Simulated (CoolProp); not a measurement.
Saturated liquid density (kg/m³) of neopentane: the reference equation beside estimates from Tc = 433.7 K, pc = 3196 kPa, ω = 0.196. Rackett uses Z = 0.29056 − 0.08775 ω.

The numbers come from the reference Helmholtz-energy equation of state, Lemmon 2006 in CoolProp. It is a short technical equation, of lower accuracy than the large ones.

```json
[
 {"T (K)": "278.7", "reference": "605.3", "Rackett": "…", "van der Waals": "382.4", "Redlich-Kwong": "559.7"},
 {"T (K)": "294.4", "reference": "588.5", "Rackett": "…", "van der Waals": "371.6", "Redlich-Kwong": "540.9"},
 {"T (K)": "310.1", "reference": "570.9", "Rackett": "578.9", "van der Waals": "360.2", "Redlich-Kwong": "520.6"},
 {"T (K)": "325.8", "reference": "552.1", "Rackett": "559.3", "van der Waals": "347.9", "Redlich-Kwong": "498.6"},
 {"T (K)": "341.5", "reference": "531.8", "Rackett": "538.3", "van der Waals": "334.5", "Redlich-Kwong": "474.6"},
 {"T (K)": "357.2", "reference": "509.7", "Rackett": "515.5", "van der Waals": "319.9", "Redlich-Kwong": "448.3"},
 {"T (K)": "372.9", "reference": "484.9", "Rackett": "490.3", "van der Waals": "303.6", "Redlich-Kwong": "418.9"},
 {"T (K)": "388.6", "reference": "456.2", "Rackett": "461.5", "van der Waals": "284.9", "Redlich-Kwong": "385.4"},
 {"T (K)": "404.3", "reference": "…", "Rackett": "426.8", "van der Waals": "262.5", "Redlich-Kwong": "345.7"}
]
```

**Question.** What belongs in the gaps?

**Answer.** 
- 278.7, Rackett: 615.1
- 294.4, Rackett: 597.5
- 404.3, reference: 421.3

Absolute difference from the reference over all 9 rows, mean and median: Rackett 1.3 and 1.3 %, van der Waals 37.2 and 37.1 %, Redlich-Kwong 11.6 and 10.8 %.
